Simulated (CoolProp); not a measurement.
R141b at 298.15 K and 0.217 MPa is throttled through a valve to 0.0121 MPa with no heat exchange. Each further row changes one setting.

Model: reference Helmholtz-energy equation of state, Lemmon 2006, in CoolProp. It is a short technical equation, of lower accuracy than the large ones.

```csv
case,temperature change (K),final phase,final density (kg/m³)
as stated,?,"two-phase, vapour fraction 0.194",?
outlet pressure 0.00363 MPa,-62.6,?,0.787
outlet pressure 0.0157 MPa,?,?,?
```

Question: Complete the blanks.

Answer: 
- as stated, temperature change (K): -42.1
- as stated, final density (kg/m³): 3.44
- outlet pressure 0.00363 MPa, final phase: two-phase, vapour fraction 0.276
- outlet pressure 0.0157 MPa, temperature change (K): -37.1
- outlet pressure 0.0157 MPa, final phase: two-phase, vapour fraction 0.173
- outlet pressure 0.0157 MPa, final density (kg/m³): 4.92
